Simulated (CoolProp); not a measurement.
Vapour-liquid equilibrium of n-butane (1) + cyclohexane (2) at 115.55 °C; x and y are mole fractions of (1).

The numbers come from the multi-fluid Helmholtz-energy mixture model, Bücker 2006 and Zhou 2014; pair parameters Bell 2016 in CoolProp.

```csv
x,"bubble pressure, mixture model (MPa)","bubble pressure, Raoult's law (MPa)","y, mixture model","y, Raoult's law"
0.05,0.3186,0.3484,0.213,0.293
0.2,0.5297,0.6160,0.579,0.663
0.35,0.7765,0.8836,0.752,0.809
0.5,1.042,1.151,0.846,0.887
0.65,1.317,1.419,0.905,0.936
0.8,1.603,1.686,0.948,0.969
0.95,1.922,1.954,0.986,0.993
```

The largest gap from Raoult's law is -14.0 % in bubble pressure, at x = 0.2. No azeotrope shows between x = 0.05 and 0.95.

The pair parameters rest on a limited set of measurements; away from them the model extrapolates.
